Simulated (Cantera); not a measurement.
Mixture: CH4 : H2 : O2 : N2 = 1 : 0.21 : 2.92 : 11 (molar parts), at 0.987 atm, adiabatic and at constant volume. Ignition delay is the time to a rise of 400 K.

Detailed kinetics in Cantera: GRI-Mech 3.0 (53 species, 325 reactions). Below about 1000 K GRI-Mech 3.0 lacks low-temperature oxidation paths. Below about 950 K walls govern HO2 and H2O2 in real vessels.

What does this change do: constant pressure in place of constant volume?


| quantity | before | after |
|---|---|---|
| delay at 898 K | 0.413 s | 0.456 s |
| delay at 998 K | 50.3 ms | 54.4 ms |
| delay at 1098 K | 17.4 ms | 18.6 ms |
| delay at 1198 K | 6.24 ms | 6.66 ms |
| delay at 1298 K | 2.32 ms | 2.46 ms |
| apparent activation energy between 1198 and 1298 K | 130 kJ/mol | 130 kJ/mol |

What does this change do: O2 2.92 to 3.8 parts?


| quantity | before | after |
|---|---|---|
| delay at 898 K | 0.413 s | 0.403 s |
| delay at 998 K | 50.3 ms | 37.2 ms |
| delay at 1098 K | 17.4 ms | 12.3 ms |
| delay at 1198 K | 6.24 ms | 4.44 ms |
| delay at 1298 K | 2.32 ms | 1.68 ms |
| apparent activation energy between 1198 and 1298 K | 130 kJ/mol | 130 kJ/mol |
